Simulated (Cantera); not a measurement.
Input (Python, Cantera) and output of one run.

```python
import numpy as np
import cantera as ct

gas_names = [...]  # 113 gases of nasa_gas.yaml made of C, H, O, Ta
cond_names = """
    C(gr) C6H6(L) C7H8(L) C8H18(L),n-octa H2O(s) H2O(L) Ta(cr) Ta(L) TaC(s) TaC(L) Ta2O5(s) Ta2O5(L)
""".split()


# ... load() reads the species with a 1 bar reference pressure and builds the phases ...
atoms = {
    'Ta2O5': {'Ta': 2, 'O': 5},
    'CH4': {'C': 1, 'H': 4},
    'CO': {'C': 1, 'O': 1},
}
top_T = {'C(gr)': 4500}  # K; cautious upper limits of use, not melting points


# ... equilibrate(T, P, feed) seeds the gas with the atoms and calls Mixture.equilibrate('TP', solver="vcs", rtol=1e-11, max_steps=5000) ...
results = []
feed = {'Ta2O5': 1, 'CH4': 0.54, 'CO': 0.63}  # mol
T = 2098  # K
P = 100000  # Pa
mix = equilibrate(T, P, feed)
results.append((T, P, feed, dict(zip(mix.species_names, mix.species_moles))))
x = sorted(zip(gas.X, gas.species_names), reverse=True)
print(f"T = {T:g} K  P = {P:g} Pa  gas = {mix.phase_moles(0):.4g} mol")
print("   x: " + "  ".join(f"{s} {v:.3e}" for v, s in x if v > 1e-05))
print("   condensed (mol): " + ("  ".join(f"{mix.phase(i).name} {mix.phase_moles(i):.4g}"
      for i in range(1, mix.n_phases) if mix.phase_moles(i) > 1e-12) or "none"))
```

Result:

```
T = 2098 K  P = 100000 Pa  gas = 2.095 mol
   x: H2 5.103e-01  CO 4.826e-01  H2O 4.059e-03  H 2.198e-03  CO2 7.780e-04
   condensed (mol): TaC(s) 0.1572  Ta2O5(L) 0.9214
```

Cantera equilibrium calculation (NASA polynomials, part measured and part estimated; ideal gas, pure solids and liquids). Mutual solubility and eutectic melting of coexisting phases are not modelled. TaC: taken at fixed stoichiometry. Condensed phases not in the tables: Ta2C.
